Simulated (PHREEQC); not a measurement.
## Spent oxide etchant: an equilibrium model

Make-up at 25 °C: 0.0025 mol/kgw NH4HF2, 0.0012 mol/kgw H2SiF6 and 0.0006 mol/kgw H3PO4. Closed to the air; pH follows from the charge balance.

Model: ion-association model, phreeqc.dat, run in PHREEQC.

Each row changes one thing in this solution. This is a speciation only: nothing precipitates in the calculation.

```csv
case,pH,ionic strength (mol/kgw),HF (mol/kgw),F- (mol/kgw),SiF6-2 (mol/kgw),H2PO4- (mol/kgw),SI of Quartz (SiO2)
as made,2.76,0.00555,0.00354,0.00148,0.00119,0.000485,-1.02
H2SiF6 replaced by H4SiO4 at the same molality,3.37,0.00337,0.000912,0.00153,0.000425,0.000567,+0.87
NH4HF2 from 0.0025 to 0.005 mol/kgw,2.87,0.00766,0.00636,0.00347,0.00120,0.000508,-2.79
temperature from 25 to 90 °C,3.13,0.00358,0.00822,0.00216,0.000278,…,+0.16
temperature from 25 to 70 °C,2.97,0.00434,…,0.00175,0.000686,0.000486,+0.12
0.0028 mol/kgw FeCl2 added,2.75,…,0.00350,0.00150,0.00119,0.000294,-1.04
NH4HF2 replaced by NH4HSO4 at the same molality,…,0.00941,0.00225,0.000425,0.000753,0.000394,+0.63
temperature from 25 to 40 °C,2.81,0.00529,0.00398,0.00141,0.00113,0.000480,-0.37
```

**Question.** What belongs in the gaps?

**Answer.** 
- temperature from 25 to 90 °C, H2PO4- (mol/kgw): 0.000503
- temperature from 25 to 70 °C, HF (mol/kgw): 0.00624
- 0.0028 mol/kgw FeCl2 added, ionic strength (mol/kgw): 0.0135
- NH4HF2 replaced by NH4HSO4 at the same molality, pH: 2.41

Some of these states are supersaturated (in Quartz (slow to form), Chalcedony (slow to form), for instance). At this temperature some constants are extrapolated from 25 °C, and those without enthalpy data are left unchanged. SiF6-2 is the database's only silicon fluoride. Fluoro complexes past AlF4- and FeF3 are missing from the database.
